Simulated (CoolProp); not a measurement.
Vapour-liquid equilibrium of R143a (1) + isobutene (2) at 25.05 °C; x and y are mole fractions of (1).

Values from CoolProp's multi-fluid Helmholtz-energy mixture model, Lemmon and Jacobsen 2000 and Lemmon 2005; pair parameters Bell 2016.

Problem. Give the bubble pressure and the first vapour's composition at x = 0.05, 0.275, 0.575. Is there an azeotrope?

Solution. x = 0.05: 411.0 kPa, y = 0.269; x = 0.275: 730.6 kPa, y = 0.633; x = 0.575: 977.4 kPa, y = 0.788. No azeotrope shows between x = 0.05 and 0.95.

The pair parameters rest on a limited set of measurements; away from them the model extrapolates.
